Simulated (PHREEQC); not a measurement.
Model water analysis in mg/L, 25 °C, pH 5.92, pe 8.8:

```csv
constituent,mg/L
Na,8.36
K,9.83
Ca,4.14
Mg,0.325
Cl,4.61
S(6) as SO4,6.53
Alkalinity as HCO3,36.6
F,0.0713
Zn,0.0218
```

Valence states are taken as typed.

All values are PHREEQC results (ion-association model, phreeqc.dat), not measurements.

Precipitation was switched off in this run.

Task: What charge-balance error does the model give?

Result: charge-balance error -1.2 %.

Task: In which forms is C present?

Result: CO2 72 %, HCO3- 28 % of the C.
